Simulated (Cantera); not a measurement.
Input (Python, Cantera) and output of one run.

```python
import numpy as np
import cantera as ct

gas_names = """
    C CH CH2 CH3 CH2OH CH3O CH4 CH3OH CO CO2 COOH C2 C2H CHCO,ketyl C2H2,acetylene C2H2,vinylidene
    CH2CO,ketene C2H3,vinyl CH3CO,acetyl C2H4 C2H4O,ethylen CH3CHO,ethanal CH3COOH (HCOOH)2 C2H5 C2H6
    CH3OCH3 C2H5OH C2O C3 C3H3,propargyl C3H4,allene C3H4,propyne C3H4,cyclo- C3H5,allyl C3H6,propylene
    C3H6,cyclo- C3H6O C3H7,n-propyl C3H7,i-propyl C3H8 C3H8O,1propanol C3H8O,2propanol C3O2 C4 C4H2
    C4H4,1,3-cyclo- C4H6,butadiene C4H6,2-butyne C4H6,cyclo- C4H8,1-butene C4H8,cis2-buten
    C4H8,tr2-butene C4H8,isobutene C4H8,cyclo- (CH3COOH)2 C4H9,n-butyl C4H9,i-butyl C4H9,s-butyl
    C4H9,t-butyl C4H10,isobutane C4H10,n-butane C5 C5H6,1,3cyclo- C5H8,cyclo- C5H10,1-pentene
    C5H10,cyclo- C5H11,pentyl C5H11,t-pentyl C5H12,n-pentane C5H12,i-pentane CH3C(CH3)2CH3 C6H2
    C6H5,phenyl C6H5O,phenoxy C6H6 C6H5OH,phenol C6H10,cyclo- C6H12,1-hexene C6H12,cyclo- C6H13,n-hexyl
    C7H7,benzyl C7H8 C7H8O,cresol C7H14,1-heptene C7H15,n-heptyl C7H16,n-heptane C8H8,styrene
    C8H10,ethylbenz C8H16,1-octene C8H17,n-octyl C8H18,isooctane C8H18,n-octane C9H19,n-nonyl
    C10H8,naphthale C10H21,n-decyl C12H9,o-bipheny C12H10,bipheny H HCO HO2 H2 HCHO,formaldehy HCOOH H2O
    H2O2 O OH O2 O3 Si SiC SiC2 SiC4H12 SiH SiH2 SiH3 SiH4 SiO SiO2 Si2 Si2C Si3
""".split()
cond_names = """
    C(gr) C6H6(L) C7H8(L) C8H18(L),n-octa H2O(s) H2O(L) Si(cr) Si(L) SiC(b) SiO2(Lqz) SiO2(hqz) SiO2(L)
""".split()


def load(file, names, dense=False):
    # The tables refer to 1 bar. Condensed volumes are neglected.
    table = {s.name: s for s in ct.Species.list_from_file(file)}
    out = []
    for n in names:
        d = dict(table[n].input_data)
        d["thermo"] = dict(d["thermo"], **{"reference-pressure": 1e5})
        if dense:
            d["equation-of-state"] = {"model": "constant-volume", "density": "1e6 g/cm^3"}
        out.append(ct.Species.from_dict(d))
    return out


gas = ct.Solution(thermo="ideal-gas", species=load("nasa_gas.yaml", gas_names))
cond = {s.name: ct.Solution(thermo="fixed-stoichiometry", species=[s], name=s.name)
        for s in load("nasa_condensed.yaml", cond_names, dense=True)}
atoms = {
    'HMDSO': {'Si': 2, 'C': 6, 'H': 18, 'O': 1},
    'CO2': {'C': 1, 'O': 2},
}
top_T = {'C(gr)': 4500, 'SiC(b)': 3050}  # K; cautious upper limits of use, not melting points


def equilibrate(T, P, feed):
    n = {}
    for name, mol in feed.items():
        for a, k in atoms[name].items():
            n[a] = n.get(a, 0.0) + k * mol
    gas.TPX = T, P, n
    mass = sum(n.values()) * gas.mean_molecular_weight
    gas.equilibrate("TP")
    valid = [c for c in cond.values() if c.min_temp <= T <= top_T.get(c.name, c.max_temp)]
    mix = ct.Mixture([(gas, mass / gas.mean_molecular_weight)] + [(c, 0.0) for c in valid])
    mix.T, mix.P = T, P
    mix.equilibrate("TP", solver="vcs", rtol=1e-11, max_steps=5000)
    return mix


results = []
feed = {'HMDSO': 1, 'CO2': 1.5}  # mol
P = 490  # Pa
for T in [1075, 1175, 1275, 1375, 1475, 1575, 1675, 1775, 1875, 1975, 2075]:
    mix = equilibrate(T, P, feed)
    results.append((T, P, feed, dict(zip(mix.species_names, mix.species_moles))))

top = {s: max(r[3][s] / sum(r[3][g] for g in gas_names) for r in results) for s in gas_names}
cols = sorted((s for s in top if top[s] > 1e-06), key=lambda s: -top[s])[:7]
seen = [c for c in cond_names if any(r[3].get(c, 0) > 1e-12 for r in results)]
print("log10 of partial pressures in bar; condensed amounts in mol")
print(f"{'T/K':>10s}" + "".join(f"{s[:9]:>10s}" for s in cols + seen))
for T, P, feed, n in results:
    ng = sum(n[g] for g in gas_names)
    print(f"{T:10.4g}" + "".join(f"{np.log10(max(n[s] / ng * P / 1e5, 1e-99)):10.3f}" for s in cols)
          + "".join(f"{n.get(c, 0):10.4g}" for c in seen))
```

Result:

```
log10 of partial pressures in bar; condensed amounts in mol
       T/K        H2        CO         H       SiO        Si C2H2,acet       CH4     C(gr)    SiC(b) SiO2(hqz)
      1075    -2.310    -5.797    -8.988    -9.591   -17.263   -10.434    -5.966     7.494  0.001468     1.999
      1175    -2.312    -4.544    -8.068    -8.010   -15.112    -9.508    -6.343      7.42    0.0264     1.974
      1275    -2.339    -3.491    -7.302    -6.682   -13.301    -8.755    -6.712     6.548     0.317     1.683
      1375    -2.470    -2.822    -6.700    -5.778   -11.755    -8.220    -7.242     1.509     1.996         0
      1475    -2.470    -2.822    -6.122    -5.576   -10.421    -7.646    -7.476     1.514     1.993         0
      1575    -2.470    -2.823    -5.616    -5.401    -9.257    -7.146    -7.680     1.521     1.989         0
      1675    -2.470    -2.824    -5.170    -5.247    -8.234    -6.706    -7.860     1.529     1.985         0
      1775    -2.471    -2.825    -4.774    -5.112    -7.327    -6.318    -8.020     1.539     1.979         0
      1875    -2.474    -2.826    -4.420    -4.992    -6.518    -5.973    -8.165     1.549     1.972         0
      1975    -2.479    -2.829    -4.103    -4.886    -5.792    -5.666    -8.300     1.563      1.96         0
      2075    -2.488    -2.834    -3.818    -4.792    -5.137    -5.394    -8.431     1.585     1.933         0
```

These are equilibrium values from Cantera (NASA tables, ideal gas, pure condensed phases), not measurements of a reactor. The feed counts by its element totals alone. Mutual solubility and eutectic melting of coexisting phases are not modelled. The tables hold silica as quartz up to 1696 K and as liquid above; real silica turns to tridymite and cristobalite and melts near 1996 K.
